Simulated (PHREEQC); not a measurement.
Consider water at 70 °C with 0.007 mol NH4HCO3 per kg of water. Closed to the air; pH follows from the charge balance.

Computed with PHREEQC (ion-association model, wateq4f.dat).

pH: 7.18
ionic strength: 0.00625 mol/kgw
total alkalinity: 7.00 meq/kg

```csv
species,molality,activity,log γ
NH4+,0.00624,0.00569,-0.040
HCO3-,0.00622,0.00569,-0.039
CO2,0.000770,0.000771,0.001
NH3,0.000759,0.000759,0.000
CO3-2,9.08e-6,6.37e-6,-0.154
OH-,2.54e-6,2.31e-6,-0.040
H+,7.23e-8,6.66e-8,-0.036
```

No solid was allowed to form. At this temperature some constants are extrapolated from 25 °C, and those without enthalpy data are left unchanged.
